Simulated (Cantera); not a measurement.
A Cantera script and what it prints.

```python
import numpy as np
import cantera as ct

gas_names = """
    CL CL2 H HCL H2 N NH NH2 NH3 N2 N2H2 N2H4 Si SiCL SiCL2 SiCL3 SiCL4 SiH SiHCL3 SiH2 SiH2CL2 SiH3
    SiH3CL SiH4 SiN Si2 Si2N Si3
""".split()
cond_names = """
    NH4CL(a) NH4CL(b) Si(cr) Si(L) Si3N4(a)
""".split()


# ... load() reads the species with a 1 bar reference pressure and builds the phases ...
atoms = {
    'SiCl4': {'Si': 1, 'CL': 4},
    'N2': {'N': 2},
    'H2': {'H': 2},
}
top_T = {'Si3N4(a)': 2400}  # K; cautious upper limits of use, not melting points


# ... equilibrate(T, P, feed) seeds the gas with the atoms and calls Mixture.equilibrate('TP', solver="vcs", rtol=1e-11, max_steps=5000) ...
results = []
feed = {'SiCl4': 1, 'N2': 9.2, 'H2': 5.8}  # mol
T = 2050  # K
P = 13332.2  # Pa
mix = equilibrate(T, P, feed)
results.append((T, P, feed, dict(zip(mix.species_names, mix.species_moles))))
print(gas.report(threshold=1e-06))
for i in range(1, mix.n_phases):
    print(f"{mix.phase(i).name:16s} {mix.phase_moles(i):12.5e} mol")
```

Result:

```
       temperature   2050 K
          pressure   13332 Pa
           density   0.020167 kg/m^3
  mean mol. weight   25.782 kg/kmol
   phase of matter   gas

                          1 kg             1 kmol
                     ---------------   ---------------
          enthalpy        1.5371e+06        3.9629e+07  J
   internal energy        8.7596e+05        2.2584e+07  J
           entropy             10406         2.683e+05  J/K
    Gibbs function       -1.9796e+07       -5.1039e+08  J
 heat capacity c_p            1426.9             36790  J/K
 heat capacity c_v            1104.4             28475  J/K

                      mass frac. Y      mole frac. X     chem. pot. / RT
                     ---------------   ---------------   ---------------
                CL         0.0013951         0.0010146           -24.548
                 H         0.0001286         0.0032894           -11.423
               HCL           0.16516            0.1168           -35.971
                H2          0.021918            0.2803           -22.846
                N2           0.58666           0.53992           -29.656
                Si        0.00032587        0.00029915            -6.688
              SiCL         0.0013955        0.00056628           -31.236
             SiCL2           0.21808          0.056802           -55.784
             SiCL3         0.0046178        0.00088562           -80.333
             SiCL4        9.7097e-05        1.4736e-05           -104.88
               SiH        3.9483e-05         3.499e-05           -18.111
            SiHCL3        7.9792e-05        1.5189e-05           -91.756
              SiH2        2.3664e-05        2.0269e-05           -29.534
           SiH2CL2        1.2037e-05        3.0727e-06           -78.631
               SiN        3.0366e-05          1.86e-05           -21.516
               Si2        3.9208e-06        1.7997e-06           -13.376
              Si2N        3.2777e-05        1.2042e-05           -28.204
     [  +11 minor]         1.834e-06        8.7241e-07

Si(L)             0.00000e+00 mol
Si3N4(a)          0.00000e+00 mol
```

These are equilibrium values from Cantera (NASA tables, ideal gas, pure condensed phases), not measurements of a reactor. The tables' values for SiCl3, SiCl, SiN are old estimates; treat these amounts as uncertain. Gases not in the tables: Si2H6 and higher silanes.
